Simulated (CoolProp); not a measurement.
Vapour-liquid equilibrium of R22 (1) + c-C4F8 (RC318) (2) at 147 kPa; x and y are mole fractions of (1).

The numbers come from the multi-fluid Helmholtz-energy mixture model, Kamei 1995 and Platzer 1990; pair parameters Bell 2016 in CoolProp. This equation is an older, rougher fit; its heat capacities, sound speeds and derivatives of the liquid may be far off and weren't checked against measurements.

Q: Give the bubble temperature and the first vapour's composition at x = 0.2, 0.35, 0.5. Is there an azeotrope?

A: x = 0.2: 262.5 K, y = 0.561; x = 0.35: 251.5 K, y = 0.792; x = 0.5: 245.5 K, y = 0.875. No azeotrope shows between x = 0.05 and 0.95.

The pair parameters rest on a limited set of measurements; away from them the model extrapolates. The gap from Raoult's law changes sign with composition, which may be real or a fault of the pair parameters; it wasn't checked against measurements.
